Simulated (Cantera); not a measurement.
A Cantera script and what it prints.

```python
import numpy as np
import cantera as ct

gas_names = """
    CL CL2 H HCL H2 Si SiCL SiCL2 SiCL3 SiCL4 SiH SiHCL3 SiH2 SiH2CL2 SiH3 SiH3CL SiH4 Si2 Si3
""".split()
cond_names = """
    Si(cr) Si(L)
""".split()


# ... load() reads the species with a 1 bar reference pressure and builds the phases ...
atoms = {
    'SiCl4': {'Si': 1, 'CL': 4},
    'HCl': {'H': 1, 'CL': 1},
    'H2': {'H': 2},
}
top_T = {}  # K; cautious upper limits of use, not melting points


# ... equilibrate(T, P, feed) seeds the gas with the atoms and calls Mixture.equilibrate('TP', solver="vcs", rtol=1e-11, max_steps=5000) ...
results = []
feed = {'SiCl4': 1, 'HCl': 4.2, 'H2': 0.57}  # mol
P = 970000  # Pa
for T in [523, 623, 723, 823, 923, 1023, 1123, 1223, 1323, 1423, 1523, 1623, 1723]:
    mix = equilibrate(T, P, feed)
    results.append((T, P, feed, dict(zip(mix.species_names, mix.species_moles))))
    x = sorted(zip(gas.X, gas.species_names), reverse=True)
    print(f"T = {T:g} K  P = {P:g} Pa  gas = {mix.phase_moles(0):.4g} mol")
    print("   x: " + "  ".join(f"{s} {v:.3e}" for v, s in x if v > 0.001))
    print("   condensed (mol): " + ("  ".join(f"{mix.phase(i).name} {mix.phase_moles(i):.4g}"
          for i in range(1, mix.n_phases) if mix.phase_moles(i) > 1e-12) or "none"))
```

It prints:

```
T = 523 K  P = 970000 Pa  gas = 5.77 mol
   x: HCL 7.279e-01  SiCL4 1.733e-01  H2 9.879e-02
   condensed (mol): none
T = 623 K  P = 970000 Pa  gas = 5.77 mol
   x: HCL 7.279e-01  SiCL4 1.733e-01  H2 9.879e-02
   condensed (mol): none
T = 723 K  P = 970000 Pa  gas = 5.77 mol
   x: HCL 7.279e-01  SiCL4 1.733e-01  H2 9.878e-02
   condensed (mol): none
T = 823 K  P = 970000 Pa  gas = 5.77 mol
   x: HCL 7.279e-01  SiCL4 1.733e-01  H2 9.876e-02
   condensed (mol): none
T = 923 K  P = 970000 Pa  gas = 5.77 mol
   x: HCL 7.280e-01  SiCL4 1.732e-01  H2 9.870e-02
   condensed (mol): none
T = 1023 K  P = 970000 Pa  gas = 5.77 mol
   x: HCL 7.281e-01  SiCL4 1.731e-01  H2 9.859e-02
   condensed (mol): none
T = 1123 K  P = 970000 Pa  gas = 5.77 mol
   x: HCL 7.283e-01  SiCL4 1.729e-01  H2 9.837e-02
   condensed (mol): none
T = 1223 K  P = 970000 Pa  gas = 5.77 mol
   x: HCL 7.287e-01  SiCL4 1.724e-01  H2 9.800e-02
   condensed (mol): none
T = 1323 K  P = 970000 Pa  gas = 5.771 mol
   x: HCL 7.294e-01  SiCL4 1.716e-01  H2 9.736e-02  SiHCL3 1.162e-03
   condensed (mol): none
T = 1423 K  P = 970000 Pa  gas = 5.774 mol
   x: HCL 7.306e-01  SiCL4 1.700e-01  H2 9.623e-02  SiHCL3 1.738e-03  SiCL3 1.393e-03
   condensed (mol): none
T = 1523 K  P = 970000 Pa  gas = 5.781 mol
   x: HCL 7.328e-01  SiCL4 1.668e-01  H2 9.422e-02  SiCL3 3.489e-03  SiHCL3 2.408e-03
   condensed (mol): none
T = 1623 K  P = 970000 Pa  gas = 5.797 mol
   x: HCL 7.368e-01  SiCL4 1.611e-01  H2 9.067e-02  SiCL3 7.538e-03  SiHCL3 3.071e-03
   condensed (mol): none
T = 1723 K  P = 970000 Pa  gas = 5.826 mol
   x: HCL 7.434e-01  SiCL4 1.515e-01  H2 8.478e-02  SiCL3 1.411e-02  SiHCL3 3.558e-03  SiCL2 2.467e-03
   condensed (mol): none
```

Cantera equilibrium calculation (NASA polynomials, part measured and part estimated; ideal gas, pure solids and liquids). The tables' values for SiCl3 are old estimates; treat these amounts as uncertain.
